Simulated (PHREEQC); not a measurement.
Consider water at 25 °C with 0.018 mol Sr(NO3)2 per kg of water. Closed to the air; pH follows from the charge balance.

The numbers come from PHREEQC with the ion-association model, phreeqc.dat.

No solid was allowed to form.

Task: What specific conductance, density does the model give?

Result: specific conductance 3840 µS/cm; density 1.000 g/cm³.
